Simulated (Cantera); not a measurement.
Cantera run:

```python
import numpy as np
import cantera as ct

gas_names = """
    F F2 H HF H2 H2F2 H3F3 H4F4 H5F5 H6F6 H7F7 Si SiF SiF2 SiF3 SiF4 SiH SiHF3 SiH2 SiH2F2 SiH3 SiH3F
    SiH4 Si2 Si3
""".split()
cond_names = """
    Si(cr) Si(L)
""".split()


# ... load() reads the species with a 1 bar reference pressure and builds the phases ...
atoms = {
    'Si': {'Si': 1},
    'F2': {'F': 2},
    'H2': {'H': 2},
}
top_T = {}  # K; cautious upper limits of use, not melting points


# ... equilibrate(T, P, feed) seeds the gas with the atoms and calls Mixture.equilibrate('TP', solver="vcs", rtol=1e-11, max_steps=5000) ...
results = []
T = 925  # K
P = 19  # Pa
for m in [1.7, 2.3, 3.2, 4.5, 6.2, 8.7, 12, 17, 23, 33]:
    feed = {'Si': 1, 'F2': 3.8, 'H2': m}  # mol
    mix = equilibrate(T, P, feed)
    results.append((T, P, feed, dict(zip(mix.species_names, mix.species_moles))))

top = {s: max(r[3][s] / sum(r[3][g] for g in gas_names) for r in results) for s in gas_names}
cols = sorted((s for s in top if top[s] > 1e-05), key=lambda s: -top[s])[:8]
seen = [c for c in cond_names if any(r[3].get(c, 0) > 1e-12 for r in results)]
print("log10 of partial pressures in bar; condensed amounts in mol")
print(f"{'n(H2)':>10s}" + "".join(f"{s[:9]:>10s}" for s in cols + seen))
for T, P, feed, n in results:
    ng = sum(n[g] for g in gas_names)
    print(f"{feed['H2']:10.4g}" + "".join(f"{np.log10(max(n[s] / ng * P / 1e5, 1e-99)):10.3f}" for s in cols)
          + "".join(f"{n.get(c, 0):10.4g}" for c in seen))
```

It prints:

```
log10 of partial pressures in bar; condensed amounts in mol
     n(H2)        H2        HF      SiF4         F        F2
       1.7   -31.658    -3.852    -4.384    -5.087    -7.460
       2.3    -4.730    -3.873    -4.429   -18.571   -34.428
       3.2    -4.353    -3.943    -4.499   -18.830   -34.946
       4.5    -4.153    -4.028    -4.585   -19.015   -35.316
       6.2    -4.032    -4.119    -4.675   -19.166   -35.619
       8.7    -3.943    -4.226    -4.782   -19.317   -35.921
        12    -3.883    -4.335    -4.892   -19.457   -36.201
        17    -3.836    -4.462    -5.018   -19.607   -36.500
        23    -3.807    -4.577    -5.133   -19.737   -36.760
        33    -3.781    -4.719    -5.275   -19.892   -37.070
```

Method: chemical equilibrium by Gibbs-energy minimisation in Cantera with the NASA 1993 tables (ideal gas, pure condensed phases).
